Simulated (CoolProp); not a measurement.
The numbers come from the reference Helmholtz-energy equation of state, Lemmon 2006 in CoolProp. It is a short technical equation, of lower accuracy than the large ones.

Problem. Give the vapour pressure (MPa), vapour density (kg/m³), liquid cp (kJ/(kg K)), surface tension (mN/m) of saturated toluene at 154.45 °C.

Solution. 
| T (°C) | p (MPa) | vapour density (kg/m³) | liquid cp (kJ/(kg K)) | surface tension (mN/m) |
|---|---|---|---|---|
| 154.45 | 0.304 | 8.64 | 2.18 | 13.2 |

Surface tension comes from a separate correlation (Mulero 2012).
